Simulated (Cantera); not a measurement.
# Al(CH₃)₃ + H₂O + N₂ (aluminium nitride and oxide growth)

A closed system holds: 1 mol Al(CH₃)₃, 7.6 mol H₂O, 4 mol N₂, held at 100 Torr.

These are equilibrium values from Cantera (NASA tables, ideal gas, pure condensed phases), not measurements of a reactor. Candidate condensed phases: Al, AlN, Al₂O₃, C, C₆H₆, C₇H₈, C₈H₁₈, H₂O; 148 gas species. The feed counts by its element totals alone. Gases not in the tables: Al(OH)₃. Kinetics and transport are ignored.

| T (K) | x H₂ | x H₂O | x N₂ | x CH₄ | x CO | x CO₂ | n Al₂O₃(s) |
|---|---|---|---|---|---|---|---|
| 625 | 0.189 | 0.327 | 0.276 | 0.160 | 0.00129 | 0.0464 | 0.500 |
| 725 | 0.371 | 0.199 | 0.246 | 0.0868 | 0.0193 | 0.0782 | 0.500 |
| 825 | 0.502 | 0.119 | 0.217 | 0.0171 | 0.0789 | 0.0665 | 0.500 |
| 925 | 0.518 | 0.115 | 0.210 | 0.000784 | 0.108 | 0.0485 | 0.500 |
| 1025 | 0.509 | 0.125 | 0.209 | 4.37e-5 | 0.119 | 0.0378 | 0.500 |
| 1125 | 0.502 | 0.132 | 0.209 | 3.99e-6 | 0.127 | 0.0303 | 0.500 |
| 1225 | 0.496 | 0.137 | 0.209 | 5.39e-7 | 0.132 | 0.0249 | 0.500 |
| 1325 | 0.492 | 0.141 | 0.209 | 9.86e-8 | 0.136 | 0.0210 | 0.500 |
| 1425 | 0.489 | 0.144 | 0.209 | 2.30e-8 | 0.139 | 0.0180 | 0.500 |
| 1525 | 0.487 | 0.147 | 0.209 | 6.49e-9 | 0.141 | 0.0158 | 0.500 |
| 1625 | 0.485 | 0.148 | 0.209 | 2.15e-9 | 0.143 | 0.0141 | 0.500 |
| 1725 | 0.484 | 0.150 | 0.209 | 8.15e-10 | 0.144 | 0.0127 | 0.500 |
| 1825 | 0.482 | 0.151 | 0.209 | 3.44e-10 | 0.145 | 0.0116 | 0.500 |
x: gas mole fraction; n: condensed amount in mol.

From 625 K to 1825 K the condensed part is Al₂O₃(s).
